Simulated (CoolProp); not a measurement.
A Linde-Hampson liquefier for ethane: isothermal reversible compression at 320 K from 1 atm to 20 MPa, throttling to 1 atm, return gas leaving the recuperator 10 K below the feed. Each further row changes one setting.

Computed with CoolProp (reference Helmholtz-energy equation of state, Bücker 2006).

```json
[
 {"case": "as stated", "liquid yield per pass": "0.451", "compression work (kJ/kg of gas)": "366"},
 {"case": "high pressure 40 MPa", "liquid yield per pass": "0.446", "compression work (kJ/kg of gas)": "414"},
 {"case": "warm-end temperature 350 K", "liquid yield per pass": "0.364", "compression work (kJ/kg of gas)": "429"},
 {"case": "warm-end gap 15 K", "liquid yield per pass": "0.444", "compression work (kJ/kg of gas)": "366"}
]
```
